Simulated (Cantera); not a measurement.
A closed system holds: 1 mol TiO2, 1.5 mol HCl, at 1.33 mbar.

These are equilibrium values from Cantera (NASA tables, ideal gas, pure condensed phases), not measurements of a reactor. Candidate condensed phases: H2O, Ti, TiCl2, TiCl3, TiCl4, TiO, TiO2, Ti2O3, Ti3O5, Ti4O7; 23 gas species. Mutual solubility and eutectic melting of coexisting phases are not modelled. The tables' values for TiCl2 are old estimates; treat these amounts as uncertain. Condensed phases not in the tables: Magnéli phases beyond Ti4O7. Rates play no part.

x: gas mole fraction; n: condensed amount in mol.

```json
[
 {"T (K)": "1673", "x HCl": "0.963", "x Cl": "0.0226", "x H2": "0.0108", "x H2O": "0.00202", "n TiO2(rutile)": "0.998", "n Ti4O7(s)": "0"},
 {"T (K)": "1698", "x HCl": "0.957", "x Cl": "___", "x H2": "___", "x H2O": "0.00216", "n TiO2(rutile)": "0.998", "n Ti4O7(s)": "0"},
 {"T (K)": "1723", "x HCl": "0.951", "x Cl": "0.0305", "x H2": "0.0145", "x H2O": "0.00231", "n TiO2(rutile)": "0.998", "n Ti4O7(s)": "0"},
 {"T (K)": "1748", "x HCl": "0.943", "x Cl": "0.0352", "x H2": "0.0167", "x H2O": "0.00247", "n TiO2(rutile)": "0.998", "n Ti4O7(s)": "0"},
 {"T (K)": "1773", "x HCl": "0.935", "x Cl": "0.0404", "x H2": "0.0192", "x H2O": "0.00264", "n TiO2(rutile)": "0.998", "n Ti4O7(s)": "0"},
 {"T (K)": "1798", "x HCl": "0.926", "x Cl": "0.0463", "x H2": "0.0219", "x H2O": "0.00282", "n TiO2(rutile)": "0.998", "n Ti4O7(s)": "0"},
 {"T (K)": "1823", "x HCl": "0.916", "x Cl": "0.0527", "x H2": "0.0248", "x H2O": "0.00300", "n TiO2(rutile)": "0.997", "n Ti4O7(s)": "0"},
 {"T (K)": "1848", "x HCl": "0.905", "x Cl": "0.0604", "x H2": "0.0274", "x H2O": "0.00363", "n TiO2(rutile)": "0.991", "n Ti4O7(s)": "0.00174"},
 {"T (K)": "1873", "x HCl": "0.892", "x Cl": "0.0689", "x H2": "0.0300", "x H2O": "0.00450", "n TiO2(rutile)": "0.982", "n Ti4O7(s)": "0.00395"},
 {"T (K)": "1898", "x HCl": "0.878", "x Cl": "___", "x H2": "___", "x H2O": "___", "n TiO2(rutile)": "0.973", "n Ti4O7(s)": "___"},
 {"T (K)": "1923", "x HCl": "0.863", "x Cl": "0.0884", "x H2": "0.0359", "x H2O": "0.00685", "n TiO2(rutile)": "0.963", "n Ti4O7(s)": "0.00884"}
]
```

Task: What belongs in the gaps?

Result: 
- 1698, x Cl: 0.0263
- 1698, x H2: 0.0126
- 1898, x Cl: 0.0782
- 1898, x H2: 0.0329
- 1898, x H2O: 0.00557
- 1898, n Ti4O7(s): 0.00628
